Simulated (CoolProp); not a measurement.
A simple Rankine cycle with water: condensing at 289.15 K, boiler at 7.16 MPa, turbine inlet 600.5 K, turbine efficiency 0.9, pump efficiency 0.6, no recuperator. Each further row changes one setting.

Computed with CoolProp (reference Helmholtz-energy equation of state, Wagner 2002).

```json
[
 {"case": "as stated", "thermal efficiency (%)": "[?]", "net work (kJ/kg)": "1050", "heat in (kJ/kg)": "2860", "turbine exit temperature (K)": "289.1", "volume ratio over the turbine": "[?]"},
 {"case": "turbine inlet 620.5 K", "thermal efficiency (%)": "36.9", "net work (kJ/kg)": "1080", "heat in (kJ/kg)": "2930", "turbine exit temperature (K)": "289.1", "volume ratio over the turbine": "[?]"},
 {"case": "condensing temperature 281.15 K", "thermal efficiency (%)": "[?]", "net work (kJ/kg)": "1090", "heat in (kJ/kg)": "2890", "turbine exit temperature (K)": "281.2", "volume ratio over the turbine": "[?]"},
 {"case": "boiler pressure 5.01 MPa", "thermal efficiency (%)": "35.7", "net work (kJ/kg)": "1050", "heat in (kJ/kg)": "2930", "turbine exit temperature (K)": "289.1", "volume ratio over the turbine": "1140"},
 {"case": "turbine efficiency 0.8", "thermal efficiency (%)": "[?]", "net work (kJ/kg)": "[?]", "heat in (kJ/kg)": "2860", "turbine exit temperature (K)": "289.1", "volume ratio over the turbine": "[?]"}
]
```

Problem. What belongs in the gaps?

Solution. 
- as stated, thermal efficiency (%): 36.7
- as stated, volume ratio over the turbine: 1690
- turbine inlet 620.5 K, volume ratio over the turbine: 1610
- condensing temperature 281.15 K, thermal efficiency (%): 37.7
- condensing temperature 281.15 K, volume ratio over the turbine: 2750
- turbine efficiency 0.8, thermal efficiency (%): 32.6
- turbine efficiency 0.8, net work (kJ/kg): 931
- turbine efficiency 0.8, volume ratio over the turbine: 1800

The expansion ends wet for: as stated; turbine inlet 620.5 K; condensing temperature 281.15 K; boiler pressure 5.01 MPa; turbine efficiency 0.8.
